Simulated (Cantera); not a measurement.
Feed: 1 mol borazine, 0.49 mol N2, 1 mol H2O, at 2000 K and 105 Torr.

Cantera equilibrium calculation (NASA polynomials, part measured and part estimated; ideal gas, pure solids and liquids). The feed counts by its element totals alone. The tables' values for BH2 are old estimates; treat these amounts as uncertain. The numbers say what is thermodynamically allowed, not how fast it happens.

| species | before | after |
|---|---|---|
| H2 | 0.703 | 0.834 |
| N2 | 0.171 | 0.144 |
| HBO | 0.0708 | 0.0154 |
| B2O3 | 0.0174 | 0.000127 |
| B2O2 | 0.0194 | 0.000775 |
| HBO2 | 0.00920 | 0.000367 |
| BO | 0.00533 | 0.00106 |
| H2O | 0.000507 | 0.000110 |
| BH2 | 2.31e-5 | 2.98e-5 |
| H | 0.00364 | 0.00397 |
| BN(s), mol | 2.15 | 2.93 |
Gas species are given as mole fractions.

Q: Which change was made?
A. pressure from 105 Torr to 0.443 Torr
B. borazine replaced by B2H6
C. H2O from 1 to 0.07 mol
D. temperature from 2000 K to 2048 K

A: C, H2O from 1 to 0.07 mol
